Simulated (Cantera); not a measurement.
Feed: 1 mol Cu, 29 mol CO2, 44 mol H2, held at 3.00 Torr.

These are equilibrium values from Cantera (NASA tables, ideal gas, pure condensed phases), not measurements of a reactor. Candidate condensed phases: C, C6H6, C7H8, C8H18, Cu, CuO, Cu(OH)2, Cu2O, H2O; 113 gas species. Rates play no part.

x: gas mole fraction; n: condensed amount in mol.

| T (K) | x H2 | x CO | x H2O | x CO2 | x Cu | x H | n Cu(s) | n Cu(l) |
|---|---|---|---|---|---|---|---|---|
| 700 | 0.473 | 0.114 | 0.125 | 0.282 | <1e-12 | <1e-12 | 1.00 | 0 |
| 800 | 0.444 | 0.158 | 0.159 | 0.239 | <1e-12 | 3.05e-11 | 1.00 | 0 |
| 900 | 0.411 | 0.192 | 0.192 | 0.206 | 4.50e-11 | 1.19e-9 | 1.00 | 0 |
| 1000 | 0.384 | ? | ? | ? | ? | ? | 1.00 | 0 |
| 1100 | 0.363 | 0.240 | 0.240 | 0.157 | 1.49e-7 | 2.46e-7 | 1.000 | 0 |
| 1200 | 0.345 | 0.257 | 0.257 | 0.140 | 3.07e-6 | 1.83e-6 | 1.000 | 0 |
| 1300 | 0.331 | 0.271 | 0.271 | 0.126 | 3.94e-5 | 1.01e-5 | 0.997 | 0 |
| 1400 | 0.320 | 0.282 | 0.282 | 0.115 | 0.000337 | 4.35e-5 | 0 | 0.975 |
| 1500 | 0.310 | 0.291 | 0.291 | 0.105 | 0.00206 | 0.000155 | 0 | 0.849 |
| 1600 | 0.300 | 0.296 | 0.296 | 0.0971 | ? | ? | 0 | ? |
| 1700 | 0.293 | 0.301 | 0.301 | 0.0906 | 0.0135 | 0.00126 | 0 | 0 |
| 1800 | 0.286 | 0.306 | 0.306 | 0.0854 | 0.0135 | 0.00303 | 0 | 0 |
| 1900 | 0.280 | 0.309 | 0.309 | 0.0811 | 0.0135 | 0.00664 | 0 | 0 |
| 2000 | 0.273 | 0.312 | 0.310 | 0.0773 | 0.0134 | 0.0134 | 0 | 0 |

Q: Fill in the missing entries.

A: 
- 1600, x Cu: 0.00994
- 1600, x H: 0.000471
- 1600, n Cu(l): 0.266
- 1000, x CO: 0.219
- 1000, x H2O: 0.219
- 1000, x CO2: 0.179
- 1000, x Cu: 3.90e-9
- 1000, x H: 2.22e-8
